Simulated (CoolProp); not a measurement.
A Linde-Hampson liquefier for oxygen: isothermal reversible compression at 200 K from 1 atm to 10 MPa, throttling to 1 atm, return gas leaving the recuperator 0 K below the feed. Each further row changes one setting.

The numbers come from the reference Helmholtz-energy equation of state, Schmidt 1985 in CoolProp.

| case | liquid yield per pass | compression work (kJ/kg of gas) |
|---|---|---|
| as stated | 0.195 | 223 |
| high pressure 20 MPa | 0.337 | 246 |
| warm-end temperature 230 K | 0.123 | 264 |
| warm-end gap 5 K | 0.183 | 223 |
